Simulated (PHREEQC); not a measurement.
**Sulfide liquor (model solution)**

Make-up at 20 °C: 0.0074 mol NH4HS and 0.17 mol NaOH per kg of water. Closed to the air; pH follows from the charge balance.

Equilibrium calculation in PHREEQC: ion-association model, phreeqc.dat.

This is a speciation only: nothing precipitates in the calculation.

Predict the pH.

pH 13.22.

The database's pK near 12.9 for HS-/S-2 is now thought far too low, so its S-2 is overstated.
